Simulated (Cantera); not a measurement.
A perfectly stirred reactor is fed with C2H6 : N2 = 1 : 33 (molar parts), at 20.0 Torr; it is held at 2000 K, and followed from long to short residence time.

Detailed kinetics in Cantera: GRI-Mech 3.0 (53 species, 325 reactions). GRI-Mech 3.0 stops at C3 and has no aromatics, soot or wall deposition, so with more carbon than oxygen in the feed, carbon stays in small species such as C2H2 where larger ones or solid carbon would form. Radical loss at walls, strong at low pressure, is not modelled.

What does this change do: temperature 2000 to 1525 K?


```tsv
quantity	before	after
x(C2H6) at τ = 18.0 s	5.76e-8	5.37e-6
x(C2H4) at τ = 18.0 s	4.57e-7	3.94e-5
x(H) at τ = 18.0 s	0.00192	9.83e-5
x(C2H) at τ = 18.0 s	1.47e-5	1.10e-7
x(HCN) at τ = 18.0 s	0.0107	1.59e-5
x(C2H6) at τ = 62.0 ms	1.87e-5	0.000838
x(C2H4) at τ = 62.0 ms	0.000119	0.00309
x(H) at τ = 62.0 ms	0.00142	0.000201
x(C2H) at τ = 62.0 ms	1.34e-5	2.26e-7
x(HCN) at τ = 62.0 ms	0.000656	2.67e-6
```

What does this change do: pressure from 20.0 Torr to 0.330 Torr?


```json
[
 {"quantity": "x(C2H6) at τ = 18.0 s", "before": "5.76e-8", "after": "2.12e-6"},
 {"quantity": "x(C2H4) at τ = 18.0 s", "before": "4.57e-7", "after": "1.89e-5"},
 {"quantity": "x(H) at τ = 18.0 s", "before": "0.00192", "after": "0.00161"},
 {"quantity": "x(C2H) at τ = 18.0 s", "before": "1.47e-5", "after": "1.48e-5"},
 {"quantity": "x(HCN) at τ = 18.0 s", "before": "0.0107", "after": "0.00198"},
 {"quantity": "x(C2H6) at τ = 62.0 ms", "before": "1.87e-5", "after": "0.000553"},
 {"quantity": "x(C2H4) at τ = 62.0 ms", "before": "0.000119", "after": "0.00266"},
 {"quantity": "x(H) at τ = 62.0 ms", "before": "0.00142", "after": "0.00248"},
 {"quantity": "x(C2H) at τ = 62.0 ms", "before": "1.34e-5", "after": "2.35e-5"},
 {"quantity": "x(HCN) at τ = 62.0 ms", "before": "0.000656", "after": "0.000111"}
]
```
